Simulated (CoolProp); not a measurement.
Sulfur hexafluoride at several states: density (kg/m³) from the reference equation and from simpler models built on Tc = 45.6 °C, pc = 3755 kPa, ω = 0.210; each cubic takes its own stable root.

Model: reference Helmholtz-energy equation of state, Guder 2009, in CoolProp.

```json
[
 {"T (°C)": "227.05", "p (kPa)": "2340", "phase": "gas", "reference": "85.28"},
 {"T (°C)": "9.35", "p (kPa)": "8380", "phase": "liquid", "reference": "1590"},
 {"T (°C)": "286.85", "p (kPa)": "540", "phase": "gas", "reference": "17.02"},
 {"T (°C)": "-7.45", "p (kPa)": "7470", "phase": "liquid", "reference": "1675"},
 {"T (°C)": "227.65", "p (kPa)": "19.5", "phase": "gas", "reference": "0.6842"},
 {"T (°C)": "317.95", "p (kPa)": "17600", "phase": "supercritical", "reference": "519.7"}
]
```

Problem. How far does each simpler model (van der Waals, Redlich-Kwong, Soave-Redlich-Kwong, Peng-Robinson) lie from the reference over these 6 states: mean and median of the absolute difference, and the worst?

Solution. 
- van der Waals: mean 12.8 %, median 6.9 %, worst -31.8 % at -7.45 °C and 7470 kPa
- Redlich-Kwong: mean 4.0 %, median 4.2 %, worst +7.6 % at 317.95 °C and 17600 kPa
- Soave-Redlich-Kwong: mean 2.2 %, median 1.6 %, worst -5.3 % at 9.35 °C and 8380 kPa
- Peng-Robinson: mean 2.9 %, median 1.4 %, worst +7.6 % at -7.45 °C and 7470 kPa
